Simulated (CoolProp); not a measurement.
Properties of CH3F (R41) along the isotherm 346.1 K (Tc = 317.3 K, pc = 5906 kPa, ω = 0.200).

The numbers come from the reference Helmholtz-energy equation of state, Lemmon 2006 in CoolProp. It is a short technical equation, of lower accuracy than the large ones.

```tsv
p (kPa)	phase	Z	speed of sound (m/s)
187	gas	0.9906	324.5
332	gas	0.9833	323.1
591	gas	0.9701	320.5
1050	gas	0.9464	316.0
1870	gas	0.9029	307.7
3320	gas	0.8218	292.8
5910	supercritical	0.6577	265.1
10500	supercritical	0.3502	269.4
18700	supercritical	0.4144	474.0
33200	supercritical	0.6289	660.1
59100	supercritical	0.9949	860.1
```
